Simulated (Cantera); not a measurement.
Input: 1 mol Fe(CO)5, 13 mol N2, 4.2 mol H2, held at 0.340 bar.

Cantera equilibrium calculation (NASA polynomials, part measured and part estimated; ideal gas, pure solids and liquids). Candidate condensed phases: C, C6H6, C7H8, C8H18, Fe, Fe(CO)5, FeO, Fe(OH)2, Fe(OH)3, Fe2O3, Fe3O4, H2O; 140 gas species. Condensed phases not in the tables: cementite and carbon dissolved in iron. Equilibrium is a limit: real reactors are often held back by kinetics, nucleation or transport.

Question: At 1173 K, list the 4 most abundant gas species with their mole fractions, and the condensed phases.

Answer: N2 0.586, CO 0.224, H2 0.188, H2O 0.000509. Condensed: C(graphite) + Fe(α).
